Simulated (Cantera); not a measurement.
**PbO + H2 + N2 (iron carbonyl, mercury and lead vapours)**

Input: 1 mol PbO, 1.8 mol H2, 43 mol N2, at 352 °C and 1.00 bar.

Cantera equilibrium calculation (NASA polynomials, part measured and part estimated; ideal gas, pure solids and liquids). Candidate condensed phases: H2O, Pb, PbO, PbO2, Pb3O4; 27 gas species. Rates play no part.

```
Item                                    Result
-----------------------------------  ---------
x(N2)                                    0.960
x(H2O)                                  0.0223
x(H2)                                   0.0178
x(NH3)                                 6.38e-5
n(Pb(l))                              1.00 mol
gas amount                           44.80 mol
log10 activity of PbO2(s) (absent)      -22.68
log10 activity of Pb3O4(s) (absent)     -30.90
```
